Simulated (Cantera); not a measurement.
A perfectly stirred reactor is fed with H₂ : O₂ = 0.26 : 1 (molar parts), at 1.88 Torr; it is held at 1273 K, and followed from long to short residence time.

Model: the H2/O2 subset of GRI-Mech 3.0, which has no nitrogen chemistry, integrated in Cantera. Radical loss at walls, strong at low pressure, is not modelled. The temperature is held fixed by assumption; the heat of reaction is taken as removed at once.

Task: What does this change do: pressure from 1.88 Torr to 5.10 Torr?

Result: 
```tsv
quantity	before	after
x(H₂) at τ = 14.0 s	0.000917	0.000272
x(O₂) at τ = 14.0 s	0.763	0.768
x(HO₂) at τ = 14.0 s	9.58e-7	1.29e-6
x(H₂O) at τ = 14.0 s	0.225	0.228
x(H) at τ = 14.0 s	0.00133	0.000183
x(H₂) at τ = 0.300 s	0.00734	0.00309
x(O₂) at τ = 0.300 s	0.709	0.748
x(HO₂) at τ = 0.300 s	1.48e-6	3.74e-6
x(H₂O) at τ = 0.300 s	0.187	0.215
x(H) at τ = 0.300 s	0.0341	0.00762
```
